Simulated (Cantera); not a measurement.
Charge: 1 mol Si, 0.7 mol Cl₂, 0.66 mol H₂, equilibrated at 1248.15 K and 2.00 bar.

Cantera equilibrium calculation (NASA polynomials, part measured and part estimated; ideal gas, pure solids and liquids). Candidate condensed phases: Si; 19 gas species. The tables' values for SiCl₃ are old estimates; treat these amounts as uncertain. Equilibrium is a limit: real reactors are often held back by kinetics, nucleation or transport.

### Question
What is the equilibrium state?

### Answer
x(H₂): 0.577
x(SiCl₄): 0.240
x(SiHCl₃): 0.0949
x(HCl): 0.0515
x(SiCl₃): 0.0196
x(SiCl₂): 0.0115
x(SiH₂Cl₂): 0.00509
x(SiH₃Cl): 7.58e-5
n(Si(s)): 0.626 mol
gas amount: 1.007 mol
